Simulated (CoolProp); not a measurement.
Vapour-liquid equilibrium of R125 (1) + n-butane (2) at 8.66 bar; x and y are mole fractions of (1).

Model: multi-fluid Helmholtz-energy mixture model, Lemmon 2005 and Bücker 2006; pair parameters Bell 2016, in CoolProp.

**Question.** Give the bubble temperature and the first vapour's composition at x = 0.35, 0.85, 0.95. Is there an azeotrope?

**Answer.** x = 0.35: 292.1 K, y = 0.786; x = 0.85: 283.1 K, y = 0.911; x = 0.95: 281.9 K, y = 0.962. No azeotrope shows between x = 0.05 and 0.95.

The pair parameters rest on a limited set of measurements; away from them the model extrapolates. With so large a gap from Raoult's law the liquid may split in two, which this calculation doesn't test in full.
